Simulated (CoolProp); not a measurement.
The numbers come from the reference Helmholtz-energy equation of state, Gao 2020 in CoolProp.

### Question
For ammonia, give the phase and the cp (kJ/(kg K)), speed of sound (m/s) at 79.05 °C and 0.488 MPa; 6.05 °C and 0.0252 MPa; 30.35 °C and 32.9 MPa.

### Answer
- 79.05 °C and 0.488 MPa: gas; cp 2.33, speed of sound 463
- 6.05 °C and 0.0252 MPa: gas; cp 2.08, speed of sound 422
- 30.35 °C and 32.9 MPa: liquid; cp 4.52, speed of sound 1500
